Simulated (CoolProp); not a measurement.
Vapour-liquid equilibrium of benzene (1) + n-octane (2) at 93.7 kPa; x and y are mole fractions of (1).

The numbers come from the multi-fluid Helmholtz-energy mixture model, Thol 2012 and Beckmüller 2019; pair parameters Bell 2016 in CoolProp.

```csv
x,bubble temperature (K),y at the bubble point,dew temperature at overall composition x (K),liquid density (mol/L)
0.05,…,0.168,394.6,5.543
0.2,…,…,…,…
0.35,…,0.693,385.0,6.656
0.5,363.6,0.801,…,7.307
0.65,358.9,0.873,372.2,8.060
0.8,355.1,0.930,363.7,8.952
0.95,351.8,…,353.8,10.04
```

Question: What belongs in the gaps?

Answer: 
- 0.05, bubble temperature (K): 391.1
- 0.2, bubble temperature (K): 378.8
- 0.2, y at the bubble point: 0.508
- 0.2, dew temperature at overall composition x (K): 390.1
- 0.2, liquid density (mol/L): 6.075
- 0.35, bubble temperature (K): 369.9
- 0.5, dew temperature at overall composition x (K): 379.2
- 0.95, y at the bubble point: 0.982

No azeotrope shows between x = 0.05 and 0.95.

Pair parameters are fitted to limited data, so mixtures are less certain than the pure fluids.
